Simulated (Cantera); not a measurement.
A Cantera script and what it prints.

```python
import numpy as np
import cantera as ct

gas_names = """
    CL CL2 Cs CsCL Cs2 Cs2CL2 H HCL H2 N NH NH2 NH3 N2 N2H2 N2H4
""".split()
cond_names = """
    Cs(cr) Cs(L) CsCL(a) CsCL(b) CsCL(L) NH4CL(a) NH4CL(b)
""".split()


# ... load() reads the species with a 1 bar reference pressure and builds the phases ...
atoms = {
    'CsCl': {'Cs': 1, 'CL': 1},
    'H2': {'H': 2},
    'N2': {'N': 2},
}
top_T = {}  # K; cautious upper limits of use, not melting points


# ... equilibrate(T, P, feed) seeds the gas with the atoms and calls Mixture.equilibrate('TP', solver="vcs", rtol=1e-11, max_steps=5000) ...
results = []
feed = {'CsCl': 1, 'H2': 0.46, 'N2': 330}  # mol
P = 1000  # Pa
for T in [800, 1000, 1200, 1400, 1600, 1800, 2000, 2200]:
    mix = equilibrate(T, P, feed)
    results.append((T, P, feed, dict(zip(mix.species_names, mix.species_moles))))

top = {s: max(r[3][s] / sum(r[3][g] for g in gas_names) for r in results) for s in gas_names}
cols = sorted((s for s in top if top[s] > 1e-05), key=lambda s: -top[s])[:5]
seen = [c for c in cond_names if any(r[3].get(c, 0) > 1e-12 for r in results)]
print("log10 of partial pressures in bar; condensed amounts in mol")
print(f"{'T/K':>10s}" + "".join(f"{s[:9]:>10s}" for s in cols + seen))
for T, P, feed, n in results:
    ng = sum(n[g] for g in gas_names)
    print(f"{T:10.4g}" + "".join(f"{np.log10(max(n[s] / ng * P / 1e5, 1e-99)):10.3f}" for s in cols)
          + "".join(f"{n.get(c, 0):10.4g}" for c in seen))
```

Output:

```
log10 of partial pressures in bar; condensed amounts in mol
       T/K        N2      CsCL        H2         H        Cs   CsCL(b)
       800    -2.001    -5.503    -4.857   -13.966   -10.235    0.8063
      1000    -2.002    -4.538    -4.858   -11.073    -8.295         0
      1200    -2.002    -4.522    -4.858    -9.134    -7.315         0
      1400    -2.002    -4.524    -4.862    -7.744    -6.624         0
      1600    -2.002    -4.532    -4.873    -6.701    -6.108         0
      1800    -2.002    -4.550    -4.909    -5.900    -5.708         0
      2000    -2.002    -4.586    -5.009    -5.293    -5.374         0
      2200    -2.003    -4.668    -5.251    -4.875    -5.063         0
```

Equilibrium computed with Cantera from the NASA thermochemical tables; the gas is ideal and each condensed phase is pure.
